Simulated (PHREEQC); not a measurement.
Model water analysis in mg/L, 60 °C, pH 3.18, pe 11.6: Na 162; K 8.58; Ca 60.4; Mg 72.7; Cl 213; S(6) as SO4 567; Mn(2) 10.8; Zn 27; B 0.0188.

Valence states are taken as typed.

Computed with PHREEQC (ion-association model, wateq4f.dat).

Precipitation was switched off in this run.

**Question.** Estimate the ionic strength.

**Answer.** ionic strength 0.0217 mol/kgw.

**Question.** In which forms is Zn present?

**Answer.** Zn+2 72 %, ZnSO4 25 %, ZnCl+ 2.6 %, Zn(SO4)2-2 0.6 % of the Zn.

Complexes and solids missing from the database can't appear. At this temperature some constants are extrapolated from 25 °C, and those without enthalpy data are left unchanged.
